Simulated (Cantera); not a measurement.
**Thermodynamics of chemical vapour transport, feed AlN + HCl + N₂**

Feed: 1 mol AlN, 0.26 mol HCl, 0.7 mol N₂, held at 40.0 mbar.

Cantera equilibrium calculation (NASA polynomials, part measured and part estimated; ideal gas, pure solids and liquids). Candidate condensed phases: Al, AlCl₃, AlN, NH₄Cl; 20 gas species. The tables' values for AlCl₂ are old estimates; treat these amounts as uncertain. Equilibrium is a limit: real reactors are often held back by kinetics, nucleation or transport.

From 577 °C to 1327 °C the condensed part is AlN(s). The main Al-bearing gas is AlCl₃ throughout. The share of Al in condensed phases is highest at 577 °C (93.4 %) and lowest at 1327 °C (91.4 %).

```
T (°C)   x N₂   x H₂  x AlCl₃   x HCl    x AlCl   x AlCl₂  x Al₂Cl₆  n AlN(s)
------  -----  -----  -------  ------  --------  --------  --------  --------
577     0.764  0.104   0.0687  0.0636  1.49e-12   1.26e-8  0.000222     0.934
652     0.764  0.105   0.0698  0.0610  8.42e-11   1.45e-7   6.00e-5     0.933
727     0.765  0.106   0.0707  0.0587   2.57e-9   1.15e-6   1.99e-5     0.932
802     0.765  0.107   0.0713  0.0568   4.83e-8   6.79e-6   7.74e-6     0.932
877     0.765  0.108   0.0718  0.0552   6.15e-7   3.16e-5   3.44e-6     0.931
952     0.765  0.108   0.0722  0.0539   5.70e-6  0.000122   1.70e-6     0.931
1027    0.765  0.109   0.0724  0.0527   4.07e-5  0.000398   9.12e-7     0.930
1102    0.765  0.110   0.0722  0.0515  0.000233   0.00114   5.21e-7     0.929
1177    0.765  0.110   0.0710  0.0503   0.00110   0.00288   3.09e-7     0.928
1252    0.763  0.110   0.0676  0.0486   0.00442   0.00649   1.81e-7     0.924
1327    0.757  0.110   0.0595  0.0457    0.0151    0.0128   9.49e-8     0.914
```
x: gas mole fraction; n: condensed amount in mol.
